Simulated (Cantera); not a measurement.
Input: 1 mol MgO, 1.2 mol CO, held at 1125 °C.

Cantera equilibrium calculation (NASA polynomials, part measured and part estimated; ideal gas, pure solids and liquids). Candidate condensed phases: C, Mg, MgCO3, MgO; 15 gas species. Equilibrium is a limit: real reactors are often held back by kinetics, nucleation or transport.

Q: Which condensed phases are stable at each of these points (P (Pa)): 10, 36, 130, 460, 1700, 6000, 22000, 77000, 280000, 1000000?

A: 
```tsv
P (Pa)	condensed phases	Mg condensed (%)
10	MgO(s)	99.9
36	MgO(s)	100.0
130	MgO(s)	100.0
460	MgO(s)	100.0
1700	MgO(s)	100.0
6000	C(graphite) + MgO(s)	100.0
22000	C(graphite) + MgO(s)	100.0
77000	C(graphite) + MgO(s)	100.0
280000	C(graphite) + MgO(s)	100.0
1000000	C(graphite) + MgO(s)	100.0
```

From 10.0 Pa to 1700 Pa the condensed part is MgO(s). From 6000 Pa to 1000000 Pa the condensed part is C(graphite) + MgO(s).
